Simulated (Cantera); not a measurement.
A closed system holds: 1 mol SiH4, 0.11 mol CH4, 430 mol H2, equilibrated at 3.00 Torr.

Cantera equilibrium calculation (NASA polynomials, part measured and part estimated; ideal gas, pure solids and liquids). Candidate condensed phases: C, C6H6, C7H8, C8H18, Si, SiC; 87 gas species. Mutual solubility and eutectic melting of coexisting phases are not modelled. Gases not in the tables: Si2H6 and higher silanes. Equilibrium is a limit: real reactors are often held back by kinetics, nucleation or transport.

x: gas mole fraction; n: condensed amount in mol.

```
T (K)   x H2       x H      x Si  x C2H2 (acetylene)     x SiH    x Si2C  x SiH2  n Si(s)  n SiC(s)  n Si(l)
-----  -----  --------  --------  ------------------  --------  --------  ------  -------  --------  -------
948     1.00   8.29e-9    <1e-12              <1e-12    <1e-12    <1e-12     [?]    0.890     0.110        0
1098   1.000   3.91e-7  5.41e-12              <1e-12  1.05e-11    <1e-12     [?]    0.890     0.110        0
1248   1.000   7.38e-6   1.94e-9            1.21e-12   1.37e-9    <1e-12     [?]    0.890     0.110        0
1398   1.000   7.48e-5   1.95e-7            5.54e-11   6.21e-8  1.25e-10     [?]    0.890     0.110        0
1548   1.000  0.000487   7.94e-6             1.20e-9   1.33e-6   1.74e-8     [?]    0.885     0.110        0
1698   0.998   0.00228  0.000164             1.55e-8   1.62e-5   9.79e-7     [?]        0     0.110    0.805
1848   0.990   0.00834   0.00157             2.27e-7   9.84e-5   2.13e-5     [?]        0     0.100    0.126
1998   0.973    0.0250   0.00199             6.21e-5   8.48e-5   5.42e-5     [?]        0    0.0254        0
2148   0.934    0.0637   0.00213            0.000107   6.39e-5   1.08e-5     [?]        0         0        0
2298   0.858     0.140   0.00209            0.000107   4.50e-5   1.84e-6     [?]        0         0        0
2448   0.729     0.269   0.00196             9.86e-5   3.03e-5   3.55e-7     [?]        0         0        0
2598   0.551     0.447   0.00177             7.86e-5   1.90e-5   7.46e-8     [?]        0         0        0
```

Problem. Fill in the missing entries.

Solution. 
- 948, x SiH2: 1.90e-11
- 1098, x SiH2: 1.25e-9
- 1248, x SiH2: 3.02e-8
- 1398, x SiH2: 3.66e-7
- 1548, x SiH2: 2.72e-6
- 1698, x SiH2: 1.39e-5
- 1848, x SiH2: 4.12e-5
- 1998, x SiH2: 1.92e-5
- 2148, x SiH2: 8.40e-6
- 2298, x SiH2: 3.61e-6
- 2448, x SiH2: 1.51e-6
- 2598, x SiH2: 5.82e-7
